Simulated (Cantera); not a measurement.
A Cantera script and its output.

```python
import numpy as np
import cantera as ct

surf = ct.Interface("ptcombust.yaml", "Pt_surf")
gas = surf.adjacent["gas"]
gas.TPX = 300, 46000, {'CH4': 0.06, 'O2': 0.14, 'N2': 0.79}
jet = ct.ImpingingJet(gas=gas, width=0.073, surface=surf)
jet.inlet.mdot, jet.inlet.T, jet.inlet.X = 0.11, 300, {'CH4': 0.06, 'O2': 0.14, 'N2': 0.79}
jet.set_refine_criteria(ratio=10, slope=0.2, curve=0.3)
show, cover = ['CH4', 'O2', 'H2O', 'OH', 'CO', 'CO2'], ["PT(S)", "H(S)", "O(S)", "OH(S)", "CO(S)", "C(S)"]

rows = []
print(f"{'Ts/K':>7s}" + "".join(f"{s:>11s}" for s in show + cover) + "   (gas at the wall, coverages)")
for i, Ts in enumerate([850, 900, 950, 1000, 1050, 1100, 1150, 1200]):
    jet.surface.T = Ts
    if i == 0:
        surf.TP = Ts, 46000
        surf.coverages = "PT(S):0.5, O(S):0.5"
        surf.advance_coverages(1.0)
        jet.set_initial_guess(products="inlet")
    jet.solve(loglevel=0, auto=(i == 0))
    rows.append([*(jet.X[gas.species_index(s), -1] for s in show), *surf[cover].coverages])
    print(f"{Ts:7g}" + "".join(f"{x:11.3e}" for x in rows[-1]))
```

Result:

```
   Ts/K        CH4         O2        H2O         OH         CO        CO2      PT(S)       H(S)       O(S)      OH(S)      CO(S)       C(S)   (gas at the wall, coverages)
    850  4.508e-02  1.080e-01  2.933e-02  6.929e-09  9.931e-06  1.916e-02  8.630e-02  3.644e-08  9.110e-01  2.710e-03  3.199e-05  8.166e-08
    900  2.806e-02  7.177e-02  6.105e-02  2.791e-08  9.240e-06  4.013e-02  1.482e-01  1.686e-07  8.478e-01  3.943e-03  3.159e-05  1.123e-07
    950  1.493e-02  4.408e-02  8.518e-02  7.706e-08  7.166e-06  5.628e-02  2.287e-01  5.351e-07  7.668e-01  4.491e-03  2.345e-05  1.122e-07
   1000  8.536e-03  3.070e-02  9.674e-02  1.982e-07  5.747e-06  6.409e-02  3.124e-01  1.251e-06  6.832e-01  4.393e-03  1.547e-05  9.664e-08
   1050  5.499e-03  2.440e-02  1.021e-01  4.540e-07  5.053e-06  6.774e-02  3.921e-01  2.432e-06  6.039e-01  4.021e-03  1.017e-05  8.091e-08
   1100  3.890e-03  2.114e-02  1.048e-01  9.551e-07  4.779e-06  6.959e-02  4.665e-01  4.230e-06  5.299e-01  3.573e-03  6.915e-06  6.853e-08
   1150  2.948e-03  1.934e-02  1.063e-01  1.871e-06  4.788e-06  7.058e-02  5.353e-01  6.826e-06  4.615e-01  3.126e-03  4.904e-06  5.937e-08
   1200  2.352e-03  1.835e-02  1.071e-01  3.445e-06  5.026e-06  7.107e-02  5.983e-01  1.042e-05  3.990e-01  2.710e-03  3.626e-06  5.267e-08
```

Model: Deutschmann's 1995 Pt surface mechanism with GRI-Mech 3.0 gas chemistry, integrated in Cantera. Catalytic surfaces can have several steady states; this one follows from the mechanism file's or the stated starting coverage.
